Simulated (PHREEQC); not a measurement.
**Alkaline etch or developer (model solution)**

Make-up at 32 °C: 0.046 mol/kgw KOH and 1.1e-06 mol/kgw H4SiO4. Closed to the air; pH follows from the charge balance.

Model: ion-association model, phreeqc.dat, run in PHREEQC.

```
Item                          Result
--------------------  --------------
pH                             12.35
ionic strength        0.0460 mol/kgw
specific conductance     12700 µS/cm
total alkalinity         46.0 meq/kg
```

```tsv
species	molality	activity	log γ
OH-	0.0460	0.0375	-0.089
K+	0.0460	0.0376	-0.088
H3SiO4-	7.84e-7	6.43e-7	-0.086
H2SiO4-2	3.14e-7	1.50e-7	-0.321
H4SiO4	1.54e-9	1.56e-9	0.005
```

This is a speciation only: nothing precipitates in the calculation. Species that the database lacks are ignored.
